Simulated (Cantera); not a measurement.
## Ignition delay

Mixture: 10.1 % CH₄, 18.4 % O₂, 69.2 % N₂, 2.23 % CO₂, at 4.24 atm, adiabatic and at constant pressure. Ignition delay is the time to a rise of 400 K.

Computed with Cantera and GRI-Mech 3.0 (53 species, 325 reactions).

```csv
T0 (K),delay (ms)
1300,3.66
1400,1.17
1500,0.411
1600,0.159
1700,0.0686
1800,0.0330
1900,0.0176
```

The apparent activation energy between 1700 and 1900 K comes out as 180 kJ/mol.
